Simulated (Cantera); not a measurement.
Feed: 1 mol CH₃F, 0.29 mol H₂, at 10.0 Torr.

Cantera equilibrium calculation (NASA polynomials, part measured and part estimated; ideal gas, pure solids and liquids). Candidate condensed phases: C, C₆H₆, C₇H₈, C₈H₁₈; 95 gas species. Rates play no part.

x: gas mole fraction; n: condensed amount in mol.

```csv
T (K),x H,x HF,x H₂,x C₃,x F,x C,x C₂,n C(graphite)
2675,0.264,0.377,0.349,0.000472,0.000915,0.000118,4.50e-5,0.952
2775,0.345,0.358,0.283,0.00174,0.00174,0.000375,0.000169,0.926
2875,0.426,0.336,0.216,0.00581,0.00324,0.00110,0.000576,0.868
2975,___,___,___,___,___,___,___,___
3075,0.534,0.275,0.0974,0.0510,0.0107,0.00762,0.00526,0.264
3175,0.568,___,___,___,___,___,___,0
3275,0.600,0.219,0.0408,0.0612,0.0315,0.0235,0.0116,0
3375,0.621,0.188,0.0265,0.0530,0.0499,0.0365,0.0143,0
```

Task: Complete the blanks.

Result: 
- 2975, x H: 0.494
- 2975, x HF: 0.310
- 2975, x H₂: 0.153
- 2975, x C₃: 0.0179
- 2975, x F: 0.00593
- 2975, x C: 0.00299
- 2975, x C₂: 0.00181
- 2975, n C(graphite): 0.713
- 3175, x HF: 0.245
- 3175, x H₂: 0.0624
- 3175, x C₃: 0.0668
- 3175, x F: 0.0187
- 3175, x C: 0.0145
- 3175, x C₂: 0.00890
